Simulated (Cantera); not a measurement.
# NO annealing gas

An isothermal, constant-pressure homogeneous reactor starts with NO : N2 = 1 : 2.3 (molar parts), at 1800 K and 0.0263 atm.

Model: GRI-Mech 3.0 (53 species, 325 reactions), integrated in Cantera. Radical loss at walls, strong at low pressure, is not modelled.

```tsv
t (s)	x NO	x O2	x N2O	x O	x N2
5.00e-6	0.303	<1e-12	2.83e-9	2.83e-9	0.697
3.11e-5	0.303	1.17e-12	1.76e-8	1.76e-8	0.697
0.000194	0.303	4.46e-11	1.10e-7	1.10e-7	0.697
0.00121	0.303	1.72e-9	6.77e-7	6.78e-7	0.697
0.00750	0.303	6.81e-8	4.02e-6	4.13e-6	0.697
0.0467	0.303	4.08e-6	1.89e-5	2.50e-5	0.697
0.290	0.303	0.000162	3.47e-5	5.61e-5	0.697
1.81	0.300	0.00136	3.41e-5	6.26e-5	0.698
11.2	0.285	0.00912	2.96e-5	9.25e-5	0.706
70.0	0.192	0.0554	1.21e-5	0.000185	0.752
```
x: mole fraction; the columns are a selection and need not sum to one.

Equilibrium at this temperature and pressure: NO 0.00365, O2 0.150, N2O 3.55e-8, O 0.000290, N2 0.847 (gas phase only).
